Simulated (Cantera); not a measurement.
Charge: 1 mol Cu2O, a varied amount of CH4, 0.18 mol CO, equilibrated at 2052 °C and 70.0 mbar.

Cantera equilibrium calculation (NASA polynomials, part measured and part estimated; ideal gas, pure solids and liquids). Candidate condensed phases: C, C6H6, C7H8, C8H18, Cu, CuO, Cu(OH)2, Cu2O, H2O; 113 gas species. The numbers say what is thermodynamically allowed, not how fast it happens.

### Question
Which condensed phases are stable at each of these points (n(CH4) (mol)): 0.7, 0.86, 1.1, 1.3, 1.6, 2, 2.5, 3, 3.7, 4.6?

### Answer
```csv
n(CH4) (mol),condensed phases,Cu condensed (%)
0.7,gas only,0.0
0.86,gas only,0.0
1.1,C(graphite),0.0
1.3,C(graphite),0.0
1.6,C(graphite),0.0
2,C(graphite),0.0
2.5,C(graphite),0.0
3,C(graphite),0.0
3.7,C(graphite),0.0
4.6,C(graphite),0.0
```

From 0.7 mol CH4 to 0.86 mol CH4 nothing is condensed. From 1.1 mol CH4 to 4.6 mol CH4 the condensed part is C(graphite).
